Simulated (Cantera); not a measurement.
An adiabatic, constant-volume homogeneous reactor starts with 12.5 % H2, 17.9 % O2, 67.3 % N2, 2.26 % H2O, at 1648 K and 0.610 bar.

Computed with Cantera and the H2/O2 subset of GRI-Mech 3.0, which has no nitrogen chemistry.

### Question
Predict: time of steepest temperature rise; temperature at 0.700 s; equilibrium temperature; x(H2) at 0.700 s; x(O2) at 0.700 s; x(H2O) at 0.700 s; x(O) at 0.700 s; x(H2O2) at 0.700 s; x(HO2) at 0.700 s; x(OH) at 0.700 s.

### Answer
- time of steepest temperature rise: 17.4 µs
- temperature at 0.700 s: 2532 K
- equilibrium temperature: 2532 K
- x(H2) at 0.700 s: 0.00310 (gas-phase equilibrium 0.00310)
- x(O2) at 0.700 s: 0.118 (gas-phase equilibrium 0.118)
- x(H2O) at 0.700 s: 0.144 (gas-phase equilibrium 0.144)
- x(O) at 0.700 s: 0.00620 (gas-phase equilibrium 0.00620)
- x(H2O2) at 0.700 s: 3.50e-7 (gas-phase equilibrium 3.50e-7)
- x(HO2) at 0.700 s: 1.17e-5 (gas-phase equilibrium 1.17e-5)
- x(OH) at 0.700 s: 0.0171 (gas-phase equilibrium 0.0171)
